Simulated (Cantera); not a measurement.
A Cantera script and what it prints.

```python
import numpy as np
import cantera as ct

gas_names = """
    H HCL TiCL3
""".split()
cond_names = """
    TiCL4(L)
""".split()


# ... load() reads the species with a 1 bar reference pressure and builds the phases ...
species = {s.name: s for s in load("nasa_gas.yaml", gas_names) + load("nasa_condensed.yaml", cond_names)}
# Each term lists the table entries of one substance; the one whose range holds T is used.
reactions = {
    'TiCl4 + H(g) = HCl(g) + TiCl3(g)':
        [(-1, ['TiCL4(L)']), (-1, ['H']), (1, ['HCL']), (1, ['TiCL3'])],
}


def pick(names, T):
    return next(species[n] for n in names if species[n].thermo.min_temp <= T <= species[n].thermo.max_temp)


results = []
for label, terms in reactions.items():
    print(label)
    print("     T/K   dH/kJ  dS/(J/K)   dG/kJ   log10 K")
    for T in [300, 425, 450, 475, 500, 525]:
        used = [(nu, pick(names, T)) for nu, names in terms]
        dH = sum(nu * s.thermo.h(T) for nu, s in used) / 1e6
        dS = sum(nu * s.thermo.s(T) for nu, s in used) / 1e3
        dG = dH - T * dS / 1e3
        logK = -dG * 1e6 / (ct.gas_constant * T * np.log(10))
        results.append((label, T, dH, dS, dG, logK, [s.name for _, s in used]))
        print(f"{T:8g} {dH:8.1f} {dS:8.1f} {dG:8.1f} {logK:8.2f}")
```

Output:

```
TiCl4 + H(g) = HCl(g) + TiCl3(g)
     T/K   dH/kJ  dS/(J/K)   dG/kJ   log10 K
     300    -45.6    136.2    -86.4    15.05
     425    -53.2    115.0   -102.0    12.54
     450    -54.6    111.7   -104.9    12.17
     475    -56.1    108.6   -107.6    11.84
     500    -57.5    105.6   -110.3    11.52
     525    -58.9    102.9   -112.9    11.23
```

Standard-state values (1 bar) from the NASA 1993 polynomials, evaluated with Cantera. Condensed species are held in their standard states even where they would react or evaporate.
